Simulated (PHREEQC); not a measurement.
Dissolve 0.079 mol/kgw HNO3, 0.00069 mol/kgw CaBr2 and 0.019 mol/kgw KHSO4 at 35 °C. Closed to the air; pH follows from the charge balance.

Model: ion-association model, wateq4f.dat, run in PHREEQC.

Precipitation was switched off in this run.

What pH, ionic strength does the model give?

pH 1.17; ionic strength 0.107 mol/kgw.

In which forms is K present?

K+ 99 %, KSO4- 1.1 % of the K.

Species that the database lacks are ignored.
